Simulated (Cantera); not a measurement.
Charge: 1 mol Al, 0.91 mol N2O, 540 mol H2, held at 1750 K.

Equilibrium computed with Cantera from the NASA thermochemical tables; the gas is ideal and each condensed phase is pure. Candidate condensed phases: Al, AlN, Al2O3, H2O; 35 gas species. Mutual solubility and eutectic melting of coexisting phases are not modelled. Equilibrium is a limit: real reactors are often held back by kinetics, nucleation or transport.

x: gas mole fraction; n: condensed amount in mol.

| P (Pa) | x H2 | x H | x N2 | x Al | x Al2O | x H2O | x AlH | n Al2O3(s) | n AlN(s) |
|---|---|---|---|---|---|---|---|---|---|
| 10 | 0.975 | 0.0230 | 0.00166 | ___ | 5.55e-5 | 8.19e-5 | 3.58e-6 | 0.277 | 0 |
| 63 | 0.988 | 0.00921 | 0.00167 | ___ | 8.74e-5 | 2.64e-5 | 8.02e-6 | 0.282 | 0 |
| 400 | 0.994 | 0.00367 | 0.00168 | ___ | 0.000134 | 8.50e-6 | 1.76e-5 | 0.277 | 0 |
| 2500 | 0.996 | 0.00147 | 0.00168 | ___ | 0.000190 | 2.86e-6 | 3.62e-5 | 0.268 | 0 |
| 16000 | 0.998 | 0.000581 | 0.00135 | ___ | 1.36e-5 | 4.24e-6 | 7.98e-6 | 0.300 | 0.360 |
| 100000 | 0.998 | 0.000232 | 0.00132 | ___ | 6.52e-7 | 7.75e-6 | 1.29e-6 | 0.302 | 0.394 |

Task: Fill in the missing entries.

Result: 
- 10, x Al: 0.000692
- 63, x Al: 0.000614
- 400, x Al: 0.000533
- 2500, x Al: 0.000438
- 16000, x Al: 3.81e-5
- 100000, x Al: 2.47e-6
